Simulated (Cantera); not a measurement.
A closed system holds: 1 mol SiO2, a varied amount of MgCl2, 0.14 mol O2, at 2100 °C and 0.00133 bar.

Equilibrium computed with Cantera from the NASA thermochemical tables; the gas is ideal and each condensed phase is pure. Candidate condensed phases: Mg, MgCl2, MgO, MgSiO3, Mg2SiO4, Si, SiO2; 20 gas species. Condensed phases not in the tables: alloys, solid solutions and most ternary compounds. The numbers say what is thermodynamically allowed, not how fast it happens.

Problem. What share of the Si ends up in condensed phases as a function of n(MgCl2) (mol), at 0.26, 0.61, 0.95, 1.3, 1.6, 2, 2.3?

Solution. 
```json
[
 {"n(MgCl2) (mol)": "0.26", "Si condensed (%)": "9.4", "as": "MgSiO3(l)"},
 {"n(MgCl2) (mol)": "0.61", "Si condensed (%)": "7.5", "as": "Mg2SiO4(l)"},
 {"n(MgCl2) (mol)": "0.95", "Si condensed (%)": "6.0", "as": "Mg2SiO4(l)"},
 {"n(MgCl2) (mol)": "1.3", "Si condensed (%)": "1.7", "as": "Mg2SiO4(l)"},
 {"n(MgCl2) (mol)": "1.6", "Si condensed (%)": "0.0", "as": "-"},
 {"n(MgCl2) (mol)": "2", "Si condensed (%)": "0.0", "as": "-"},
 {"n(MgCl2) (mol)": "2.3", "Si condensed (%)": "0.0", "as": "-"}
]
```
